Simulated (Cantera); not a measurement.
## Adiabatic ignition

An adiabatic, constant-volume homogeneous reactor starts with CO : H2 : CH4 : O2 : N2 = 1 : 0.58 : 0.34 : 1.93 : 7.27 (molar parts), at 1625 K and 4.10 bar.

Detailed kinetics in Cantera: GRI-Mech 3.0 (53 species, 325 reactions).

| t (s) | T (K) | P (bar) | x CO | x H2 | x CH4 | x CH3 | x OH | x NO | x C2H4 |
|---|---|---|---|---|---|---|---|---|---|
| 1.00e-5 | 2356 | 5.98 | 0.0852 | 0.0106 | 7.59e-11 | 3.75e-10 | 0.0211 | 1.93e-5 | <1e-12 |
| 1.94e-5 | 2929 | 7.17 | 0.0459 | 0.00740 | <1e-12 | <1e-12 | 0.0234 | 0.000876 | <1e-12 |
| 3.75e-5 | 2990 | 7.29 | 0.0420 | 0.00667 | <1e-12 | <1e-12 | 0.0225 | 0.00340 | <1e-12 |
| 7.25e-5 | 2985 | 7.27 | 0.0419 | 0.00667 | <1e-12 | <1e-12 | 0.0221 | 0.00761 | <1e-12 |
| 0.000140 | 2978 | 7.25 | 0.0418 | 0.00668 | <1e-12 | <1e-12 | 0.0215 | 0.0132 | <1e-12 |
| 0.000271 | 2971 | 7.23 | 0.0417 | 0.00670 | <1e-12 | <1e-12 | 0.0210 | 0.0181 | <1e-12 |
| 0.000525 | 2968 | 7.22 | 0.0417 | 0.00670 | <1e-12 | <1e-12 | 0.0208 | 0.0201 | <1e-12 |
| 0.00102 | 2968 | 7.22 | 0.0417 | 0.00670 | <1e-12 | <1e-12 | 0.0208 | 0.0204 | <1e-12 |
| 0.00197 | 2968 | 7.22 | 0.0417 | 0.00670 | <1e-12 | <1e-12 | 0.0208 | 0.0204 | <1e-12 |
| 0.00381 | 2968 | 7.22 | 0.0417 | 0.00670 | <1e-12 | <1e-12 | 0.0208 | 0.0204 | <1e-12 |
| 0.00737 | 2968 | 7.22 | 0.0417 | 0.00670 | <1e-12 | <1e-12 | 0.0208 | 0.0204 | <1e-12 |
| 0.0143 | 2968 | 7.22 | 0.0417 | 0.00670 | <1e-12 | <1e-12 | 0.0208 | 0.0204 | <1e-12 |
| 0.0276 | 2968 | 7.22 | 0.0417 | 0.00670 | <1e-12 | <1e-12 | 0.0208 | 0.0204 | <1e-12 |
| 0.0534 | 2968 | 7.22 | 0.0417 | 0.00670 | <1e-12 | <1e-12 | 0.0208 | 0.0204 | <1e-12 |
| 0.103 | 2968 | 7.22 | 0.0417 | 0.00670 | <1e-12 | <1e-12 | 0.0208 | 0.0204 | <1e-12 |
| 0.200 | 2968 | 7.22 | 0.0417 | 0.00670 | <1e-12 | <1e-12 | 0.0208 | 0.0204 | <1e-12 |
x: mole fraction; the columns are a selection and need not sum to one.

```json
{
  "time_of_steepest_temperature_rise": "9.00 µs",
  "temperature at 0.200 s": "2968 K",
  "equilibrium_temperature": "2968 K",
  "x(CO) at 0.200 s": "0.0417 (gas-phase equilibrium 0.0417)",
  "x(H2) at 0.200 s": "0.00670 (gas-phase equilibrium 0.00670)",
  "x(CH4) at 0.200 s": "<1e-12 (gas-phase equilibrium <1e-12)"
}
```
